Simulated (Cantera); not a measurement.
A perfectly stirred reactor is fed with CH₄ : H₂ = 1 : 7.5 (molar parts), at 1.00 atm; it is held at 1725 K, and followed from long to short residence time.

Cantera simulation using GRI-Mech 3.0 (53 species, 325 reactions); the numbers are that mechanism's predictions, not measurements. GRI-Mech 3.0 stops at C3 and has no aromatics, soot or wall deposition, so with more carbon than oxygen in the feed, carbon stays in small species such as C2H2 where larger ones or solid carbon would form.

### Question
What does this change do: H2 7.5 to 1.1 parts?

### Answer
| quantity | before | after |
|---|---|---|
| x(CH₄) at τ = 0.480 s | 0.0321 | 0.0568 |
| x(H₂) at τ = 0.480 s | 0.929 | 0.800 |
| x(C₂H₂) at τ = 0.480 s | 0.0369 | 0.138 |
| x(CH₂) at τ = 0.480 s | 2.37e-8 | 4.51e-8 |
| x(C₂H₆) at τ = 0.480 s | 5.55e-6 | 1.86e-5 |
| x(CH₄) at τ = 17.0 ms | 0.0882 | 0.230 |
| x(H₂) at τ = 17.0 ms | 0.898 | 0.685 |
| x(C₂H₂) at τ = 17.0 ms | 0.0123 | 0.0791 |
| x(CH₂) at τ = 17.0 ms | 5.50e-8 | 1.31e-7 |
| x(C₂H₆) at τ = 17.0 ms | 3.13e-5 | 0.000221 |

### Question
What does this change do: CH4 1 to 0.77 parts?

### Answer
| quantity | before | after |
|---|---|---|
| x(CH₄) at τ = 0.480 s | 0.0321 | 0.0284 |
| x(H₂) at τ = 0.480 s | 0.929 | 0.942 |
| x(C₂H₂) at τ = 0.480 s | 0.0369 | 0.0285 |
| x(CH₂) at τ = 0.480 s | 2.37e-8 | 2.09e-8 |
| x(C₂H₆) at τ = 0.480 s | 5.55e-6 | 4.34e-6 |
| x(CH₄) at τ = 17.0 ms | 0.0882 | 0.0730 |
| x(H₂) at τ = 17.0 ms | 0.898 | 0.917 |
| x(C₂H₂) at τ = 17.0 ms | 0.0123 | 0.00852 |
| x(CH₂) at τ = 17.0 ms | 5.50e-8 | 4.65e-8 |
| x(C₂H₆) at τ = 17.0 ms | 3.13e-5 | 2.16e-5 |

### Question
What does this change do: CH4 1 to 2.1 parts?

### Answer
```csv
quantity,before,after
x(CH₄) at τ = 0.480 s,0.0321,0.0429
x(H₂) at τ = 0.480 s,0.929,0.884
x(C₂H₂) at τ = 0.480 s,0.0369,0.0697
x(CH₂) at τ = 0.480 s,2.37e-8,3.23e-8
x(C₂H₆) at τ = 0.480 s,5.55e-6,1.01e-5
x(CH₄) at τ = 17.0 ms,0.0882,0.141
x(H₂) at τ = 17.0 ms,0.898,0.827
x(C₂H₂) at τ = 17.0 ms,0.0123,0.0301
x(CH₂) at τ = 17.0 ms,5.50e-8,8.32e-8
x(C₂H₆) at τ = 17.0 ms,3.13e-5,7.94e-5
```
